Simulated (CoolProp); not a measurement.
Tetradecamethylhexasiloxane (MD4M) along the isobar 1100 kPa: density (kg/m³) from the reference equation and from simpler models built on Tc = 653.2 K, pc = 828.6 kPa, ω = 0.800; each cubic takes its own stable root.

Computed with CoolProp (reference Helmholtz-energy equation of state, Thol 2019).

```json
[
 {"T (K)": "310.2", "phase": "liquid", "reference": "876.5"},
 {"T (K)": "344.8", "phase": "liquid", "reference": "843.3"},
 {"T (K)": "379.4", "phase": "liquid", "reference": "809.9"},
 {"T (K)": "414", "phase": "liquid", "reference": "775.9"},
 {"T (K)": "448.6", "phase": "liquid", "reference": "740.7"},
 {"T (K)": "483.3", "phase": "liquid", "reference": "703.9"},
 {"T (K)": "517.9", "phase": "liquid", "reference": "664.7"},
 {"T (K)": "552.5", "phase": "liquid", "reference": "621.8"},
 {"T (K)": "587.1", "phase": "liquid", "reference": "572.6"}
]
```

Problem. How far does each simpler model (Redlich-Kwong, Soave-Redlich-Kwong) lie from the reference over these 9 states: mean and median of the absolute difference, and the worst?

Solution. 
- Redlich-Kwong: mean 19.2 %, median 19.0 %, worst -20.5 % at 310.2 K and 1100 kPa
- Soave-Redlich-Kwong: mean 11.9 %, median 11.2 %, worst -15.8 % at 310.2 K and 1100 kPa
